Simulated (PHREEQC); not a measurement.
PHREEQC input (ion-association model, phreeqc.dat):

```
SOLUTION 1
  temp 25
  units mol/kgw
  pH 7 charge
  Cl 0.31
  K 0.31
END
SELECTED_OUTPUT 1
  -reset false
  -pH true
  -pe true
  -ionic_strength true
  -water true
  -totals Cl K Mtg
  -molalities H+ K+ Cl- OH-
  -saturation_indices Sylvite
USER_PUNCH 1
  -headings p_Mtg(g) phi_Mtg(g) p_H2O(g) phi_H2O(g) density
  10 PUNCH PR_P("Mtg(g)"), PR_PHI("Mtg(g)"), PR_P("H2O(g)"), PR_PHI("H2O(g)"), RHO
PRINT
  -reset false
USE solution 1
REACTION_TEMPERATURE 1
  20
GAS_PHASE 1
  -fixed_pressure
  -pressure 100
  -temperature 20
  -volume 20
  Mtg(g) 100
  H2O(g) 0
END
# ... the last block is repeated for the other 7 points of T (°C)
```

Selected output (columns that matter, 8 of 8 rows; T (°C) added in front):

```
T (°C)	pH	mu	Cl	K	Mtg	m_H+	m_K+	m_Cl-	si_Sylvite	p_Mtg(g)	phi_Mtg(g)	p_H2O(g)	phi_H2O(g)	density
20	7.0338	0.3102	0.3102	0.3102	0.11616	1.1812e-07	0.3102	0.3102	-2.238	99.964	0.80633	0.035652	0.69331	1.0151
30	6.8682	0.31033	0.31033	0.31033	0.096778	1.7354e-07	0.31033	0.31033	-2.2913	99.938	0.82628	0.061953	0.71938	1.0126
40	6.7181	0.31053	0.31053	0.31053	0.084956	2.461e-07	0.31053	0.31053	-2.3421	99.896	0.84412	0.1038	0.74251	1.0091
50	6.582	0.31081	0.31081	0.31081	0.077834	3.3813e-07	0.31081	0.31081	-2.3908	99.832	0.86011	0.16821	0.76299	1.005
60	6.4583	0.31122	0.31122	0.31122	0.073834	4.516e-07	0.31122	0.31122	-2.4372	99.736	0.87449	0.2644	0.78104	1.0003
70	6.3459	0.31179	0.31179	0.31179	0.072043	5.8793e-07	0.31179	0.31179	-2.4816	99.596	0.88745	0.40413	0.79682	0.99496
80	6.2436	0.31258	0.31258	0.31258	0.071908	7.479e-07	0.31258	0.31258	-2.524	99.398	0.89917	0.60207	0.81045	0.98916
90	6.1508	0.31363	0.31363	0.31363	0.073078	9.3154e-07	0.31363	0.31363	-2.5644	99.124	0.90977	0.87613	0.82203	0.9829
```

Constants without temperature data keep their 25 °C values here.
